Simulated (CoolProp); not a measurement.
R123 at several states: fugacity coefficient from the reference equation and from simpler models built on Tc = 183.7 °C, pc = 3662 kPa, ω = 0.282; each cubic takes its own stable root.

Computed with CoolProp (reference Helmholtz-energy equation of state, Younglove 1994). It is a modified Benedict-Webb-Rubin equation, recast in Helmholtz form.

```
T (°C)  p (kPa)          phase  reference
------  -------  -------------  ---------
-72.85     40.5         liquid   0.006352
127.45    18200         liquid     0.1141
194.25     4770  supercritical     0.5860
-71.75       72         liquid   0.003975
186.55    11500  supercritical     0.2997
```

**Question.** How far does each simpler model (van der Waals, Peng-Robinson) lie from the reference over these 5 states: mean and median of the absolute difference, and the worst?

**Answer.** 
- van der Waals: mean 5819.0 %, median 95.5 %, worst +14944.1 % at -72.85 °C and 40.5 kPa
- Peng-Robinson: mean 8.3 %, median 2.3 %, worst +19.0 % at -72.85 °C and 40.5 kPa
